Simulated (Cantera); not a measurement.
Mixture: 11.2 % CH₄, 3.14 % C₂H₆, 0.594 % C₃H₈, 16.5 % O₂, 62.2 % N₂, 6.39 % CO₂, at 975 Torr, adiabatic and at constant volume. Ignition delay is the time to a rise of 400 K.

Detailed kinetics in Cantera: GRI-Mech 3.0 (53 species, 325 reactions).

Task: Predict: delay at 1000 K; delay at 1100 K; delay at 1200 K; delay at 1300 K; delay at 1400 K; delay at 1500 K; delay at 1600 K; apparent activation energy between 1400 and 1600 K.

Result: 
* **delay at 1000 K**: 68.6 ms
* **delay at 1100 K**: 9.99 ms
* **delay at 1200 K**: 2.13 ms
* **delay at 1300 K**: 0.664 ms
* **delay at 1400 K**: 0.260 ms
* **delay at 1500 K**: 0.116 ms
* **delay at 1600 K**: 57.5 µs
* **apparent activation energy between 1400 and 1600 K**: 140 kJ/mol
